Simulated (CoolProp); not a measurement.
Vapour pressure (MPa) of R1336mzz(E): the reference equation beside estimates from Tc = 403.5 K, pc = 2.779 MPa, ω = 0.413.

Values from CoolProp's reference Helmholtz-energy equation of state, Akasaka 2023.

```
T (K)  reference  Lee-Kesler  Redlich-Kwong
-----  ---------  ----------  -------------
231.7   0.007927    0.007925        0.03531
243.4    0.01633     0.01627        0.06014
255      0.03082     0.03069        0.09612
266.6    0.05430     0.05415         0.1462
278.2    0.09025     0.09019         0.2134
289.9     0.1433      0.1435         0.3014
301.5     0.2173      0.2178         0.4116
313.1     0.3176      0.3185         0.5476
324.8     0.4514      0.4526         0.7137
336.4     0.6224      0.6235         0.9096
348       0.8383      0.8391          1.139
359.7      1.109       1.109          1.408
```

Absolute difference from the reference over all 12 rows, mean and median: Lee-Kesler 0.2 and 0.2 %, Redlich-Kwong 130.9 and 99.9 %.
